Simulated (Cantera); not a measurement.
Input (Python, Cantera) and output of one run.

```python
import numpy as np
import cantera as ct

gas_names = """
    O2 H2
""".split()
cond_names = """
    Cu(cr) Cu(L) CuO2H2(s)
""".split()


# ... load() reads the species with a 1 bar reference pressure and builds the phases ...
species = {s.name: s for s in load("nasa_gas.yaml", gas_names) + load("nasa_condensed.yaml", cond_names)}
# Each term lists the table entries of one substance; the one whose range holds T is used.
reactions = {
    'O2(g) + H2(g) + Cu = Cu(OH)2':
        [(-1, ['O2']), (-1, ['H2']), (-1, ['Cu(cr)', 'Cu(L)']), (1, ['CuO2H2(s)'])],
}


def pick(names, T):
    return next(species[n] for n in names if species[n].thermo.min_temp <= T <= species[n].thermo.max_temp)


results = []
for label, terms in reactions.items():
    print(label)
    print("     T/K   dH/kJ  dS/(J/K)   dG/kJ   log10 K")
    for T in [350, 400, 450, 500, 550, 600, 650, 700, 750, 800]:
        used = [(nu, pick(names, T)) for nu, names in terms]
        dH = sum(nu * s.thermo.h(T) for nu, s in used) / 1e6
        dS = sum(nu * s.thermo.s(T) for nu, s in used) / 1e3
        dG = dH - T * dS / 1e3
        logK = -dG * 1e6 / (ct.gas_constant * T * np.log(10))
        results.append((label, T, dH, dS, dG, logK, [s.name for _, s in used]))
        print(f"{T:8g} {dH:8.1f} {dS:8.1f} {dG:8.1f} {logK:8.2f}")
```

Result:

```
O2(g) + H2(g) + Cu = Cu(OH)2
     T/K   dH/kJ  dS/(J/K)   dG/kJ   log10 K
     350   -449.7   -258.5   -359.2    53.61
     400   -449.0   -256.7   -346.3    45.23
     450   -448.2   -254.9   -333.6    38.72
     500   -447.4   -253.1   -320.9    33.52
     550   -446.5   -251.4   -308.2    29.27
     600   -445.5   -249.7   -295.7    25.74
     650   -444.5   -248.0   -283.3    22.76
     700   -443.3   -246.3   -270.9    20.22
     750   -442.2   -244.7   -258.6    18.01
     800   -441.0   -243.2   -246.4    16.09
```

Source: NASA polynomial tables (part measured, part estimated), evaluated in Cantera. Condensed species are held in their standard states even where they would react or evaporate.
